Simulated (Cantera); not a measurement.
## Hydrocarbon pyrolysis for carbon deposition

A perfectly stirred reactor is fed with 18.5 % C3H8, 81.5 % H2, at 0.0158 atm; it is held at 1900 K, and followed from long to short residence time.

Cantera simulation using GRI-Mech 3.0 (53 species, 325 reactions); the numbers are that mechanism's predictions, not measurements. GRI-Mech 3.0 was tuned for natural gas; its chemistry of propane as a main component is partial and can be far from experiment. GRI-Mech 3.0 stops at C3 and has no aromatics, soot or wall deposition, so with more carbon than oxygen in the feed, carbon stays in small species such as C2H2 where larger ones or solid carbon would form. Radical loss at walls, strong at low pressure, is not modelled.

```
τ (s)     x C3H8   x H2    x C2H      x H    x C2H6
------  --------  -----  -------  -------  --------
0.30     1.39e-5  0.803  1.23e-5  0.00441   3.78e-6
0.20     2.09e-5  0.800  1.21e-5  0.00439   5.67e-6
0.13     3.23e-5  0.796  1.21e-5  0.00440   8.66e-6
0.088    4.78e-5  0.792  1.20e-5  0.00443   1.26e-5
0.058    7.23e-5  0.787  1.20e-5  0.00448   1.85e-5
0.039   0.000107  0.781  1.21e-5  0.00455   2.66e-5
0.026   0.000160  0.775  1.21e-5  0.00465   3.80e-5
0.017   0.000242  0.768  1.22e-5  0.00477   5.45e-5
0.011   0.000371  0.760  1.22e-5  0.00491   7.81e-5
0.0075  0.000538  0.752  1.22e-5  0.00504  0.000106
0.0050  0.000798  0.743  1.22e-5  0.00520  0.000145
```
x: mole fraction; the columns are a selection and need not sum to one.
